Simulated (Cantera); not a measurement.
What does this Cantera script print?

```python
import numpy as np
import cantera as ct

gas = ct.Solution("h2o2.yaml")
gas.TPX = 525, 100000, {'H2': 1, 'O2': 0.333, 'N2': 1.23}
flame = ct.FreeFlame(gas, width=0.04)
flame.set_refine_criteria(ratio=3, slope=0.08, curve=0.16)
flame.transport_model = "unity-Lewis-number"
flame.solve(loglevel=0, auto=True)
z, T = flame.grid, flame.T
thick = (T[-1] - T[0]) / np.gradient(T, z).max()
show = ['H2', 'O2', 'HO2', 'H2O', 'H2O2', 'OH']
print(f"laminar burning velocity  {flame.velocity[0] * 100:.3f} cm/s")
print(f"burnt temperature         {T[-1]:.1f} K")
print(f"thermal thickness         {thick * 1e3:.4f} mm")
print(f"grid points               {len(z)}")
z0 = z[flame.heat_release_rate.argmax()]
print(f"{'z/mm':>9s}{'T/K':>9s}{'u/(m/s)':>9s}" + "".join(f"{s:>11s}" for s in show))
rows = []
for k in (-3, -2, -1.5, -1, -0.5, -0.25, 0, 0.25, 0.5, 1, 2, 4, 8):
    zz = z0 + k * thick
    rows.append([k * thick, np.interp(zz, z, T), np.interp(zz, z, flame.velocity),
                 *(np.interp(zz, z, flame.X[gas.species_index(s)]) for s in show)])
    print(f"{rows[-1][0] * 1e3:9.3f}{rows[-1][1]:9.1f}{rows[-1][2]:9.3f}" + "".join(f"{x:11.3e}" for x in rows[-1][3:]))
```

Result:

```
laminar burning velocity  452.308 cm/s
burnt temperature         2409.8 K
thermal thickness         0.3550 mm
grid points               123
     z/mm      T/K  u/(m/s)         H2         O2        HO2        H2O       H2O2         OH
   -1.065    525.0    4.523  3.902e-01  1.299e-01  7.954e-10  1.772e-08  2.841e-11  2.174e-14
   -0.710    525.0    4.523  3.902e-01  1.299e-01  2.461e-08  5.519e-07  8.848e-10  2.374e-12
   -0.532    525.0    4.523  3.902e-01  1.299e-01  2.226e-07  5.037e-06  8.070e-09  4.261e-11
   -0.355    525.7    4.529  3.901e-01  1.299e-01  3.975e-06  9.154e-05  1.451e-07  1.874e-09
   -0.177    566.3    4.866  3.859e-01  1.275e-01  1.716e-04  5.134e-03  5.289e-06  1.650e-05
   -0.089    823.1    6.961  3.518e-01  1.104e-01  1.842e-04  4.267e-02  7.979e-06  4.892e-04
    0.000   1273.1   10.473  2.336e-01  5.847e-02  6.110e-05  1.485e-01  2.499e-06  2.840e-03
    0.089   1558.4   12.584  1.388e-01  1.723e-02  1.565e-05  2.293e-01  1.702e-06  7.289e-03
    0.177   1697.1   13.561  1.223e-01  7.407e-03  6.176e-06  2.498e-01  1.149e-06  9.584e-03
    0.355   1845.8   14.572  1.254e-01  4.432e-03  3.367e-06  2.591e-01  6.266e-07  1.083e-02
    0.710   1996.2   15.564  1.315e-01  2.907e-03  2.063e-06  2.672e-01  3.181e-07  1.086e-02
    1.420   2132.5   16.439  1.366e-01  1.676e-03  1.186e-06  2.754e-01  1.683e-07  9.682e-03
    2.840   2243.6   17.134  1.406e-01  8.335e-04  6.261e-07  2.828e-01  9.380e-08  7.666e-03
```

Detailed kinetics in Cantera: the H2/O2 subset of GRI-Mech 3.0, which has no nitrogen chemistry. Unity Lewis numbers drop preferential diffusion, which matters most where H2 and H carry the flame. Burning velocities carry a grid error of a few per cent, more on coarse grids.
